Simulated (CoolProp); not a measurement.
Vapour-liquid equilibrium of n-butane (1) + acetone (2) at 600 kPa; x and y are mole fractions of (1).

Values from CoolProp's multi-fluid Helmholtz-energy mixture model, Bücker 2006 and Lemmon 2006; pair parameters Bell 2016.

```csv
x,"bubble temperature, mixture model (K)","bubble temperature, Raoult's law (K)","y, mixture model","y, Raoult's law"
0.05,379.3,387.2,0.279,0.166
0.125,…,379.7,0.533,0.360
0.2,353.5,372.9,…,0.506
0.275,346.9,366.9,…,0.618
0.35,342.7,361.5,0.776,0.704
0.425,340.0,356.6,…,0.772
0.5,338.1,352.2,0.822,0.825
0.575,336.6,348.1,0.838,0.868
0.65,335.3,344.5,…,0.903
0.725,…,341.1,0.871,0.932
0.8,…,337.9,0.892,0.955
0.875,332.0,335.0,…,0.974
0.95,331.1,332.3,0.962,0.991
```

**Question.** Fill in the missing entries.

**Answer.** 
- 0.125, bubble temperature, mixture model (K): 363.8
- 0.2, y, mixture model: 0.664
- 0.275, y, mixture model: 0.735
- 0.425, y, mixture model: 0.803
- 0.65, y, mixture model: 0.854
- 0.725, bubble temperature, mixture model (K): 334.2
- 0.8, bubble temperature, mixture model (K): 333.1
- 0.875, y, mixture model: 0.921

The largest gap from Raoult's law is -20.0 K in bubble temperature, at x = 0.275. No azeotrope shows between x = 0.05 and 0.95.

Pair parameters are fitted to limited data, so mixtures are less certain than the pure fluids. With so large a gap from Raoult's law the liquid may split in two, which this calculation doesn't test in full.
